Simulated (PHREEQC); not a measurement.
Dissolve 0.22 mol HF and 0.00022 mol NaF per kg of water at 25 °C. Closed to the air; pH follows from the charge balance.

All values are PHREEQC results (ion-association model, phreeqc.dat), not measurements.

Each row changes one thing in this solution. This is a speciation only: nothing precipitates in the calculation.

| case | pH | ionic strength (mol/kgw) | HF (mol/kgw) | F- (mol/kgw) | HF2- (mol/kgw) |
|---|---|---|---|---|---|
| as made | 1.82 | 0.0172 | 0.196 | 0.00984 | 0.00739 |
| NaF from 0.00022 to 0.00033 mol/kgw | 1.82 | 0.0173 | 0.196 | 0.00987 | (withheld) |
| NaF replaced by KF at the same molality | 1.82 | 0.0172 | 0.196 | 0.00984 | 0.00739 |
| 0.066 mol/kgw HBr added | 1.22 | (withheld) | 0.212 | (withheld) | 0.00248 |
| diluted 10-fold with water | 2.45 | 0.00383 | 0.0180 | (withheld) | 0.000247 |
| HF from 0.22 to 0.242 mol/kgw | 1.79 | 0.0185 | 0.215 | 0.0101 | 0.00838 |

Task: What belongs in the gaps?

Result: 
- NaF from 0.00022 to 0.00033 mol/kgw, HF2- (mol/kgw): 0.00741
- 0.066 mol/kgw HBr added, ionic strength (mol/kgw): 0.0715
- 0.066 mol/kgw HBr added, F- (mol/kgw): 0.00306
- diluted 10-fold with water, F- (mol/kgw): 0.00358

Complexes and solids missing from the database can't appear.
